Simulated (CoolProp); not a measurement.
Saturated liquid density (kg/m³) of C3F8 (R218): the reference equation beside estimates from Tc = 71.9 °C, pc = 2640 kPa, ω = 0.317.

Model: reference Helmholtz-energy equation of state, Lemmon 2006, in CoolProp. It is a short technical equation, of lower accuracy than the large ones.

```
T (°C)  reference  van der Waals  Redlich-Kwong  Soave-Redlich-Kwong
------  ---------  -------------  -------------  -------------------
-83.75       1784           1102           1631                 1686
-81.25       1775           1098           1623                 1679
-78.85       1767           1093           1615                 1672
-76.45       1758           1088           1607                 1665
-74.05       1750           1083           1598                 1658
-71.55       1741           1078           1590                 1650
-69.15       1732           1073           1581                 1642
-66.75       1724           1068           1572                 1635
-64.25       1715           1063           1563                 1626
-61.85       1706           1058           1554                 1619
-59.45       1697           1052           1545                 1611
-56.95       1688           1047           1536                 1602
-54.55       1679           1042           1527                 1594
```

Absolute difference from the reference over all 13 rows, mean and median: van der Waals 38.1 and 38.1 %, Redlich-Kwong 8.8 and 8.7 %, Soave-Redlich-Kwong 5.2 and 5.2 %.
